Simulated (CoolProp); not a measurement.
Vapour-liquid equilibrium of CH3F (R41) (1) + chloromethane (R40) (2) at 242.9 K; x and y are mole fractions of (1).

The numbers come from the multi-fluid Helmholtz-energy mixture model, Lemmon 2006 and Thol 2014; pair parameters Bell 2016 in CoolProp.

### Question
Give the bubble pressure and the first vapour's composition at x = 0.05, 0.2, 0.65. Is there an azeotrope?

### Answer
x = 0.05: 117.6 kPa, y = 0.372; x = 0.2: 238.8 kPa, y = 0.727; x = 0.65: 563.7 kPa, y = 0.937. No azeotrope shows between x = 0.05 and 0.95.

The pair parameters rest on a limited set of measurements; away from them the model extrapolates.
